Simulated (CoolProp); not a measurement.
Values from CoolProp's reference Helmholtz-energy equation of state, Akasaka 2022.

Question: For R1233zd(E), give the phase and the density (kg/m³), cp (kJ/(kg K)), fugacity coefficient at 271.1 K and 1720 kPa; 291 K and 1720 kPa.

Answer: 
- 271.1 K and 1720 kPa: liquid; density 1330, cp 1.13, fugacity coefficient 0.0271
- 291 K and 1720 kPa: liquid; density 1280, cp 1.17, fugacity coefficient 0.0599
